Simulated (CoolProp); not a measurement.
Vapour-liquid equilibrium of CH2F2 (R32) (1) + R123 (2) at 2.59 bar; x and y are mole fractions of (1).

The numbers come from the multi-fluid Helmholtz-energy mixture model, Tillner-Roth 1997 and Younglove 1994; pair parameters Bell 2016 in CoolProp.

| x | bubble temperature (K) | y at the bubble point | dew temperature at overall composition x (K) | liquid density (mol/L) |
|---|---|---|---|---|
| 0.05 | 310.2 | 0.462 | 328.0 | 9.615 |
| 0.15 | 284.4 | 0.808 | 324.3 | 10.65 |
| 0.25 | 270.3 | 0.905 | 320.2 | 11.59 |
| 0.35 | 262.0 | 0.942 | 315.8 | 12.53 |
| 0.45 | 256.6 | 0.960 | 310.9 | 13.52 |
| 0.55 | 252.9 | 0.971 | 305.2 | 14.62 |
| 0.65 | 250.1 | 0.979 | 298.6 | 15.86 |
| 0.75 | 247.6 | 0.985 | 290.3 | 17.29 |
| 0.85 | 245.3 | 0.991 | 279.1 | 18.98 |
| 0.95 | 243.0 | 0.997 | 259.8 | 21.01 |

No azeotrope shows between x = 0.05 and 0.95.

Pair parameters are fitted to limited data, so mixtures are less certain than the pure fluids.
